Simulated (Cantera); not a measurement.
# Thermodynamics of metals in furnace atmospheres, feed Pb + NH₃ + N₂

Feed: 1 mol Pb, 3.5 mol NH₃, 1.5 mol N₂, at 7.50 Torr.

Equilibrium computed with Cantera from the NASA thermochemical tables; the gas is ideal and each condensed phase is pure. Candidate condensed phases: Pb; 11 gas species. Equilibrium is a limit: real reactors are often held back by kinetics, nucleation or transport.

```csv
T (°C),log p H₂,log p N₂,log p Pb,log p H,log p NH₃,log p Pb₂,log p N,log p NH₂,n Pb(l)
377,-2.21,-2.42,-10.03,<-14,-6.25,<-14,<-14,<-14,1.00
527,-2.21,-2.42,-7.21,-12.64,-7.05,<-14,<-14,<-14,1.000
677,-2.21,-2.42,-5.30,-10.36,-7.61,-11.14,<-14,<-14,0.996
827,-2.21,-2.42,-3.92,-8.69,-8.03,-8.83,<-14,<-14,0.896
977,-2.26,-2.47,-2.98,-7.44,-8.44,-7.30,<-14,-13.31,0
1127,-2.26,-2.47,-2.98,-6.44,-8.69,-7.57,<-14,-12.48,0
1277,-2.26,-2.47,-2.98,-5.63,-8.89,-7.79,-13.91,-11.82,0
1427,-2.26,-2.47,-2.98,-4.96,-9.06,-7.98,-12.49,-11.27,0
1577,-2.26,-2.47,-2.98,-4.40,-9.20,-8.13,-11.29,-10.82,0
1727,-2.26,-2.47,-2.98,-3.92,-9.33,-8.27,-10.28,-10.43,0
```
log p: log10 of the partial pressure in bar; n: condensed amount in mol.

From 377 °C to 827 °C the condensed part is Pb(l). From 977 °C to 1727 °C nothing is condensed.
